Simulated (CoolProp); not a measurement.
The numbers come from the reference Helmholtz-energy equation of state, Akasaka 2023 in CoolProp.

For R1224YDZ, give the phase and the speed of sound (m/s), Joule-Thomson coefficient (K/MPa) at 314.4 K and 52.7 kPa; 314.4 K and 482 kPa; 314.4 K and 4420 kPa.


- 314.4 K and 52.7 kPa: gas; speed of sound 136, Joule-Thomson coefficient 29.2
- 314.4 K and 482 kPa: liquid; speed of sound 558, Joule-Thomson coefficient -0.190
- 314.4 K and 4420 kPa: liquid; speed of sound 591, Joule-Thomson coefficient -0.229
